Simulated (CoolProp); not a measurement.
Vapour pressure (MPa) of nitrous oxide: the reference equation beside estimates from Tc = 309.5 K, pc = 7.245 MPa, ω = 0.161. Clausius-Clapeyron is anchored at 223.1 K with a constant enthalpy of vaporisation of 14.35 kJ/mol.

The numbers come from the reference Helmholtz-energy equation of state, Lemmon 2006 in CoolProp. It is a short technical equation, of lower accuracy than the large ones.

| T (K) | reference | Lee-Kesler | Clausius-Clapeyron | van der Waals | Redlich-Kwong | Soave-Redlich-Kwong | Peng-Robinson |
|---|---|---|---|---|---|---|---|
| 191.1 | 0.1465 | 0.1462 | 0.1769 | 0.7409 | 0.1991 | 0.1466 | 0.1489 |
| 199.1 | 0.2234 | 0.2233 | 0.2543 | 0.9299 | 0.2973 | 0.2234 | 0.2254 |
| 207.1 | 0.3282 | 0.3285 | 0.3555 | 1.149 | 0.4276 | 0.3284 | 0.3295 |
| 215.1 | 0.4671 | 0.4679 | 0.4847 | 1.399 | 0.5957 | 0.4677 | 0.4671 |
| 223.1 | 0.6462 | 0.6479 | 0.6462 | 1.683 | 0.8071 | 0.6480 | 0.6447 |
| 231.1 | 0.8724 | 0.8747 | 0.8447 | 2.002 | 1.067 | 0.8761 | 0.8693 |
| 239.1 | 1.153 | 1.155 | 1.084 | 2.358 | 1.382 | 1.159 | 1.148 |
| 247.1 | 1.494 | 1.496 | 1.370 | 2.751 | 1.755 | 1.505 | 1.489 |
| 255.1 | 1.904 | 1.906 | 1.705 | 3.183 | 2.194 | 1.921 | 1.899 |
| 263.1 | 2.390 | 2.390 | 2.095 | 3.655 | 2.701 | 2.415 | 2.388 |
| 271.1 | 2.961 | 2.960 | 2.542 | 4.169 | 3.283 | 2.996 | 2.963 |
| 279.1 | 3.626 | 3.623 | 3.051 | 4.726 | 3.943 | 3.671 | 3.635 |

Absolute difference from the reference over all 12 rows, mean and median: Lee-Kesler 0.1 and 0.1 %, Clausius-Clapeyron 9.7 and 9.4 %, van der Waals 153.4 and 117.0 %, Redlich-Kwong 21.6 and 21.1 %, Soave-Redlich-Kwong 0.5 and 0.5 %, Peng-Robinson 0.4 and 0.3 %.
